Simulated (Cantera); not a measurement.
A closed system holds: 1 mol C3H6, 0.098 mol H2O, equilibrated at 0.190 bar.

Equilibrium computed with Cantera from the NASA thermochemical tables; the gas is ideal and each condensed phase is pure. Candidate condensed phases: C, C6H6, C7H8, C8H18, H2O; 110 gas species. Kinetics and transport are ignored. All values below are at 2725 K.

Base state: H2 0.820, H 0.130, CO 0.0287, C2H2 (acetylene) 0.0211, C2H 0.000371, C4H2 0.000226, C3 6.43e-5, CH3 3.71e-5 (mole fractions); condensed: C(graphite).

Question: What changes in the equilibrium state with this change: H2O from 0.098 to 0.66 mol?

Answer: 
```tsv
species	before	after
H2	0.820	0.716
CO	0.0287	0.143
H	0.130	0.121
C2H2 (acetylene)	0.0211	0.0185
CH4	1.38e-5	1.05e-5
CH3	3.71e-5	3.03e-5
C4H2	0.000226	0.000198
C2H2 (vinylidene)	3.30e-5	2.89e-5
CH2	1.29e-5	1.13e-5
C(graphite), mol	2.75	2.16
```
